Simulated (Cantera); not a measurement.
A Cantera script and what it prints.

```python
import numpy as np
import cantera as ct

gas_names = """
    C CO CO2 C2 C2O C3 C3O2 C4 C5 Cu CuO Cu2 O O2 O3
""".split()
cond_names = """
    C(gr) Cu(cr) Cu(L) CuO(s) Cu2O(s) Cu2O(L)
""".split()


# ... load() reads the species with a 1 bar reference pressure and builds the phases ...
atoms = {
    'Cu': {'Cu': 1},
    'O2': {'O': 2},
    'CO': {'C': 1, 'O': 1},
}
top_T = {'C(gr)': 4500, 'CuO(s)': 1390}  # K; cautious upper limits of use, not melting points


# ... equilibrate(T, P, feed) seeds the gas with the atoms and calls Mixture.equilibrate('TP', solver="vcs", rtol=1e-11, max_steps=5000) ...
results = []
T = 1098  # K
P = 4700  # Pa
for m in [4.6, 5.6, 6.9, 8.4, 10, 13, 15, 19, 23, 28, 35]:
    feed = {'Cu': 1, 'O2': 1.9, 'CO': m}  # mol
    mix = equilibrate(T, P, feed)
    results.append((T, P, feed, dict(zip(mix.species_names, mix.species_moles))))

top = {s: max(r[3][s] / sum(r[3][g] for g in gas_names) for r in results) for s in gas_names}
cols = sorted((s for s in top if top[s] > 1e-05), key=lambda s: -top[s])[:7]
seen = [c for c in cond_names if any(r[3].get(c, 0) > 1e-12 for r in results)]
print("log10 of partial pressures in bar; condensed amounts in mol")
print(f"{'n(CO)':>10s}" + "".join(f"{s[:9]:>10s}" for s in cols + seen))
for T, P, feed, n in results:
    ng = sum(n[g] for g in gas_names)
    print(f"{feed['CO']:10.4g}" + "".join(f"{np.log10(max(n[s] / ng * P / 1e5, 1e-99)):10.3f}" for s in cols)
          + "".join(f"{n.get(c, 0):10.4g}" for c in seen))
```

Output:

```
log10 of partial pressures in bar; condensed amounts in mol
     n(CO)        CO       CO2    Cu(cr)
       4.6    -2.088    -1.411         1
       5.6    -1.821    -1.496         1
       6.9    -1.675    -1.587         1
       8.4    -1.589    -1.672         1
        10    -1.536    -1.748         1
        13    -1.478    -1.862         1
        15    -1.455    -1.924         1
        19    -1.425    -2.027         1
        23    -1.406    -2.110         1
        28    -1.391    -2.195         1
        35    -1.378    -2.292         1
```

These are equilibrium values from Cantera (NASA tables, ideal gas, pure condensed phases), not measurements of a reactor.
